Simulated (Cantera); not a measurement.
Charge: 1 mol SiH4, 14 mol N2, equilibrated at 6500 Pa.

Equilibrium computed with Cantera from the NASA thermochemical tables; the gas is ideal and each condensed phase is pure. Candidate condensed phases: Si, Si3N4; 18 gas species. Kinetics and transport are ignored.

Over these rows the condensed part is Si3N4(s). Partial pressures as log10 of bar:

| T (K) | 1000/T (1/K) | log p Si | log p N2 | log p H2 |
|---|---|---|---|---|
| 1548 | 0.6460 | -9.28 | -1.25 | -2.07 |
| 1598 | 0.6258 | ? | -1.25 | -2.07 |
| 1648 | 0.6068 | -7.87 | -1.25 | -2.07 |
| 1698 | 0.5889 | -7.23 | -1.25 | -2.07 |
| 1748 | 0.5721 | -6.63 | -1.25 | -2.07 |
| 1798 | 0.5562 | -6.06 | -1.25 | -2.07 |

Q: Fit log p(Si) = a + b·(1000/T) to the five rows, give the apparent enthalpy, and predict the row at 1598 K.

A: Means: 1000/T = 0.5940, log p = -7.414. Sxy = -0.172158, Sxx = 0.0048023, so b = -35.85 and a = -7.414 − (-35.85)×0.5940 = 13.88.
Apparent enthalpy: −19.145 × (-35.85) = 686 kJ/mol. With the condensed phases at unit activity, 1/3 Si3N4(s) = Si(g) + 2/3 N2(g) links this pressure to the main gases: over the six rows their terms move log p by +0.00 in all, so the slope is close to that reaction's ΔH°. The five rows lie within 0.01 of the line.
Prediction at 1598 K: 13.88 + (-35.85)×0.6258 = -8.55. The computed value is -8.56, 0.01 from the line.
